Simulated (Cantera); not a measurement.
A perfectly stirred reactor is fed with NH₃ : N₂ = 1 : 0.75 (molar parts), at 97.5 Torr; it is held at 1450 K, and followed from long to short residence time.

Model: the gas-phase N/H chemistry of the illustrative SiF4/NH3 mechanism in the Surface Chemkin manual (1991), integrated in Cantera. Walls and surfaces, which speed up NH3 decomposition in real reactors, are not modelled.

### Question
What does this change do: temperature 1450 to 1898 K?

### Answer
```csv
quantity,before,after
x(NH₃) at τ = 3.60 s,0.562,0.0858
x(N₂H₄) at τ = 3.60 s,3.66e-8,3.73e-9
x(N) at τ = 3.60 s,5.63e-10,3.97e-7
x(H₂) at τ = 3.60 s,0.00871,0.463
x(N₂) at τ = 3.60 s,0.429,0.451
x(NH₃) at τ = 27.0 ms,0.571,0.545
x(N₂H₄) at τ = 27.0 ms,3.19e-9,5.58e-8
x(N) at τ = 27.0 ms,<1e-12,8.44e-8
x(H₂) at τ = 27.0 ms,1.00e-5,0.0246
x(N₂) at τ = 27.0 ms,0.429,0.430
```

### Question
What does this change do: pressure from 97.5 Torr to 1.50 bar?

### Answer
```
quantity                  before     after
----------------------  --------  --------
x(NH₃) at τ = 3.60 s       0.562     0.538
x(N₂H₄) at τ = 3.60 s    3.66e-8   1.37e-7
x(N) at τ = 3.60 s      5.63e-10  4.20e-10
x(H₂) at τ = 3.60 s      0.00871    0.0321
x(N₂) at τ = 3.60 s        0.429     0.430
x(NH₃) at τ = 27.0 ms      0.571     0.571
x(N₂H₄) at τ = 27.0 ms   3.19e-9   1.50e-7
x(N) at τ = 27.0 ms       <1e-12  9.64e-12
x(H₂) at τ = 27.0 ms     1.00e-5  0.000263
x(N₂) at τ = 27.0 ms       0.429     0.429
```

### Question
What does this change do: temperature 1450 to 1923 K?

### Answer
```csv
quantity,before,after
x(NH₃) at τ = 3.60 s,0.562,0.0677
x(N₂H₄) at τ = 3.60 s,3.66e-8,2.77e-9
x(N) at τ = 3.60 s,5.63e-10,4.94e-7
x(H₂) at τ = 3.60 s,0.00871,0.480
x(N₂) at τ = 3.60 s,0.429,0.451
x(NH₃) at τ = 27.0 ms,0.571,0.537
x(N₂H₄) at τ = 27.0 ms,3.19e-9,5.56e-8
x(N) at τ = 27.0 ms,<1e-12,1.28e-7
x(H₂) at τ = 27.0 ms,1.00e-5,0.0319
x(N₂) at τ = 27.0 ms,0.429,0.430
```
